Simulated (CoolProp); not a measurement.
Saturation properties of propane (Tc = 96.7 °C, pc = 4251 kPa, ω = 0.152).

Computed with CoolProp (reference Helmholtz-energy equation of state, Lemmon 2009).

| T (°C) | p (kPa) | liquid density (kg/m³) | vapour density (kg/m³) | liquid cp (kJ/(kg K)) |
|---|---|---|---|---|
| -80.25 | 12.83 | 623.0 | 0.3558 | 2.105 |
| -72.85 | 20.57 | 615.1 | 0.5510 | 2.128 |
| -65.45 | 31.72 | 607.1 | 0.8232 | 2.152 |
| -58.05 | 47.29 | 598.9 | 1.192 | 2.179 |
| -50.65 | 68.41 | 590.6 | 1.678 | 2.209 |
| -43.25 | 96.35 | 582.2 | 2.306 | 2.241 |
| -35.85 | 132.5 | 573.6 | 3.101 | 2.276 |
| -28.45 | 178.3 | 564.8 | 4.092 | 2.314 |
| -21.05 | 235.4 | 555.8 | 5.311 | 2.355 |
| -13.65 | 305.4 | 546.5 | 6.793 | 2.399 |
| -6.25 | 390.2 | 536.9 | 8.576 | 2.448 |
| 1.15 | 491.3 | 527.0 | 10.71 | 2.502 |
| 8.55 | 610.9 | 516.8 | 13.24 | 2.561 |
| 15.95 | 750.7 | 506.1 | 16.22 | 2.627 |

It boils at -42.1 °C under 1 atm.
